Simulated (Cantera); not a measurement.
Ti(OiPr)₄ + C₃H₈ (titanium nitride, carbide and oxide coatings)

A closed system holds: 1 mol Ti(OiPr)₄, 0.16 mol C₃H₈, equilibrated at 1527 °C and 10.0 mbar.

Method: chemical equilibrium by Gibbs-energy minimisation in Cantera with the NASA 1993 tables (ideal gas, pure condensed phases). Candidate condensed phases: C, C₆H₆, C₇H₈, C₈H₁₈, H₂O, Ti, TiC, TiO, TiO₂, Ti₂O₃, Ti₃O₅, Ti₄O₇; 113 gas species. The feed counts by its element totals alone. TiC: taken at fixed stoichiometry. Rates play no part.

The x(H₂) comes out as 0.782 and the x(CO) is 0.214. The x(H) is 0.00317 and the x(C₂H₂ (acetylene)) is 0.000137. The x(CH₄) is 4.71e-6, the n(C(graphite)) is 7.47 mol and the n(TiC(s)) is 1.00 mol. The gas amount is 18.67 mol, the log10 activity of Ti(β) (absent) comes out as -4.68 and the log10 activity of Ti₂O₃(s) (absent) comes out as -10.69. The log10 activity of Ti₃O₅(s) (absent) is -17.75.
